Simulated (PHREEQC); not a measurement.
Consider water at 25 °C with 0.048 mol HCl and 0.051 mol MnSO4 per kg of water. It is in equilibrium with CO2 at log p = -2 (atm). Otherwise closed; pH follows from the charge balance.

The numbers come from PHREEQC with the ion-association model, phreeqc.dat.

**Question.** The ionic strength comes out as 0.158 mol/kgw. What activity coefficients do MnCl+, HSO4-, SO4-2, H+, Cl- get?

**Answer.** MnCl+ 0.75, HSO4- 0.76, SO4-2 0.32, H+ 0.81, Cl- 0.73.

This is a speciation only: nothing precipitates in the calculation.
